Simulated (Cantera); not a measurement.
# Ignition delay

Mixture: 10.5 % CH4, 21.3 % O2, 68.0 % N2, 0.242 % H2, at 3.75 atm, adiabatic and at constant volume. Ignition delay is the time to a rise of 400 K.

Cantera simulation using GRI-Mech 3.0 (53 species, 325 reactions); the numbers are that mechanism's predictions, not measurements.

```tsv
T0 (K)	delay (ms)
1173	11.3
1273	3.43
1373	1.11
1473	0.396
1573	0.156
1673	0.0682
1773	0.0333
1873	0.0178
```

```
Item                                                     Value
--------------------------------------------------  ----------
apparent activation energy between 1673 and 1873 K  170 kJ/mol
```
